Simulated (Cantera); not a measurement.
Feed: 1 mol SiCl₄, 0.66 mol HCl, 8.5 mol H₂, held at 1 atm.

Method: chemical equilibrium by Gibbs-energy minimisation in Cantera with the NASA 1993 tables (ideal gas, pure condensed phases). Candidate condensed phases: Si; 19 gas species. The tables' values for SiCl₃ are old estimates; treat these amounts as uncertain. Rates play no part.

x: gas mole fraction; nothing condenses.

| T (°C) | x H₂ | x HCl | x SiCl₂ | x SiCl₄ | x SiHCl₃ | x SiCl₃ |
|---|---|---|---|---|---|---|
| 1102 | 0.777 | 0.126 | 0.0143 | 0.0493 | 0.0193 | 0.0124 |
| 1127 | 0.770 | 0.134 | 0.0181 | 0.0447 | 0.0182 | 0.0138 |
| 1152 | 0.763 | 0.142 | 0.0223 | 0.0401 | 0.0169 | 0.0151 |
| 1177 | 0.755 | 0.150 | [?] | [?] | [?] | 0.0161 |
| 1202 | 0.747 | 0.158 | 0.0314 | 0.0312 | 0.0139 | 0.0170 |
| 1227 | 0.740 | 0.166 | 0.0362 | 0.0270 | 0.0124 | 0.0175 |
| 1252 | 0.732 | 0.174 | 0.0409 | 0.0230 | 0.0109 | 0.0178 |
| 1277 | 0.726 | 0.181 | 0.0455 | 0.0194 | 0.00955 | 0.0178 |
| 1302 | 0.719 | 0.188 | 0.0499 | 0.0162 | 0.00824 | 0.0176 |
| 1327 | 0.713 | 0.195 | 0.0541 | [?] | [?] | 0.0171 |
| 1352 | 0.708 | 0.200 | 0.0579 | 0.0109 | 0.00601 | 0.0165 |
| 1377 | 0.703 | 0.205 | 0.0614 | 0.00884 | 0.00508 | 0.0157 |
| 1402 | 0.699 | 0.210 | 0.0646 | 0.00712 | 0.00428 | 0.0149 |
| 1427 | 0.695 | 0.213 | 0.0674 | 0.00570 | 0.00360 | 0.0140 |

What belongs in the gaps?


- 1327, x SiCl₄: 0.0133
- 1327, x SiHCl₃: 0.00706
- 1177, x SiCl₂: 0.0267
- 1177, x SiCl₄: 0.0356
- 1177, x SiHCl₃: 0.0155
